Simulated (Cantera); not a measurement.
An adiabatic, constant-volume homogeneous reactor starts with 5.81 % CO, 4.71 % H₂, 5.58 % CH₄, 17.7 % O₂, 66.2 % N₂, at 1450 K and 25.0 bar.

Cantera simulation using GRI-Mech 3.0 (53 species, 325 reactions); the numbers are that mechanism's predictions, not measurements. The pressure lies above the range GRI-Mech 3.0 was tuned for (to about 10 atm). Above 3000 K some thermodynamic fits are extrapolated.

Q: Predict: time of steepest temperature rise; temperature at 2.00 s; equilibrium temperature; x(CO) at 2.00 s; x(H₂) at 2.00 s; x(H₂O₂) at 2.00 s; x(NO₂) at 2.00 s.

A: 
```
Quantity                                                             Value
---------------------------------  ---------------------------------------
time of steepest temperature rise                                  14.0 µs
temperature at 2.00 s                                               3143 K
equilibrium temperature                                             3143 K
x(CO) at 2.00 s                      0.0388 (gas-phase equilibrium 0.0388)
x(H₂) at 2.00 s                    0.00926 (gas-phase equilibrium 0.00926)
x(H₂O₂) at 2.00 s                  3.31e-6 (gas-phase equilibrium 3.31e-6)
x(NO₂) at 2.00 s                   2.14e-5 (gas-phase equilibrium 2.14e-5)
```
